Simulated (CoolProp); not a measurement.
Carbon monoxide along the isobar 0.914 MPa: density (kg/m³) from the reference equation and from simpler models built on Tc = 132.9 K, pc = 3.498 MPa, ω = 0.050; each cubic takes its own stable root.

The numbers come from the reference Helmholtz-energy equation of state, Lemmon 2006 in CoolProp. It is a short technical equation, of lower accuracy than the large ones.

```
T (K)   phase  reference  Redlich-Kwong  Soave-Redlich-Kwong  Peng-Robinson
-----  ------  ---------  -------------  -------------------  -------------
76.4   liquid      817.5          822.7                817.1          921.6
81.5   liquid      795.8          798.7                794.4          897.0
86.5   liquid      773.7          773.3                770.3          870.6
91.6   liquid      749.9          745.3                743.5          841.1
96.7   liquid      724.6          714.6                714.0          808.5
101.7  liquid      697.8          681.1                681.7          772.4
106.8  liquid      667.4          642.4                644.1          730.2
111.9     gas      33.03          32.99                33.03          33.48
117       gas      30.68          30.71                30.74          31.13
122       gas      28.79          28.83                28.85          29.20
127.1     gas      27.14          27.19                27.20          27.52
132.2     gas      25.72          25.77                25.77          26.05
137.3     gas      24.47          24.52                24.51          24.77
142.3     gas      23.38          23.42                23.41          23.64
147.4     gas      22.38          22.42                22.40          22.61
152.5     gas      21.47          21.50                21.48          21.68
```
